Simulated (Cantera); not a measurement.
Feed: 1 mol BF₃, 1.3 mol N₂, held at 1048.15 K and 13.3 mbar.

These are equilibrium values from Cantera (NASA tables, ideal gas, pure condensed phases), not measurements of a reactor. Candidate condensed phases: B, BN; 13 gas species. Kinetics and transport are ignored.

Base state: N₂ 0.565, BF₃ 0.435 (mole fractions); condensed: gas only.

### Question
What changes in the equilibrium state with this change: BF₃ replaced by B₂O₃?

### Answer
```csv
species,before,after
N₂,0.565,1.00
BF₃,0.435,0
"B₂O₃(l), mol",0,1.00
```
Further candidate phases: B₂O₃.
